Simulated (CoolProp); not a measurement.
A closed Brayton cycle with carbon dioxide: compressor inlet 321.15 K and 8.9 MPa, high pressure 20.6 MPa, turbine inlet 930 K, compressor efficiency 0.8, turbine efficiency 0.93, recuperator effectiveness 0.8 (on enthalpy, no pinch check). Each further row changes one setting.

Computed with CoolProp (reference Helmholtz-energy equation of state, Span 1996).

```csv
case,thermal efficiency (%),net work (kJ/kg),compressor to turbine work,compressor exit (K),turbine exit (K)
as stated,29.6,93.1,0.29,383.9,817.6
turbine inlet 880 K,28.9,85.4,0.31,383.9,771.5
compressor inlet 331.15 K,29.0,85.6,0.35,403.1,817.6
high pressure 17.5 MPa,26.7,77.4,0.28,371.4,838.8
recuperator effectiveness 0.5,19.9,93.1,0.29,383.9,817.6
```
